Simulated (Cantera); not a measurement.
An isothermal plug-flow reactor at 600 K and 240 Torr (inlet), inlet velocity 0.79 m/s, active area per volume 740 1/m; feed H2 : O2 : N2 : H2O = 0.0081 : 0.017 : 0.79 : 0.0055 (molar parts), equivalence ratio 0.24.

Computed with Cantera and Deutschmann's 1995 Pt surface mechanism with GRI-Mech 3.0 gas chemistry. Catalytic surfaces can have several steady states; this one follows from the mechanism file's or the stated starting coverage. Mass transfer to the wall is taken as infinitely fast.

x: gas mole fraction; θ: surface coverage.

```
z (m)    x H2    x O2   x H2O  θ free Pt   θ O*    θ OH*
-------  ----  ------  ------  ---------  -----  -------
0.00014     …  0.0169  0.0144      0.213  0.775   0.0123
0.0003      …  0.0164  0.0155      0.112  0.879  0.00965
0.00064     …  0.0161  0.0161     0.0551  0.938  0.00708
0.0014      …  0.0160  0.0164     0.0258  0.969  0.00495
0.003       …  0.0159  0.0165     0.0126  0.984  0.00349
0.0064      …  0.0159  0.0166    0.00680  0.991  0.00258
0.014       …  0.0159  0.0166    0.00445  0.993  0.00209
```

Question: Complete the blanks.

Answer: 
- 0.00014, x H2: 0.00219
- 0.0003, x H2: 0.00112
- 0.00064, x H2: 0.000540
- 0.0014, x H2: 0.000248
- 0.003, x H2: 0.000114
- 0.0064, x H2: 4.89e-5
- 0.014, x H2: 1.60e-5
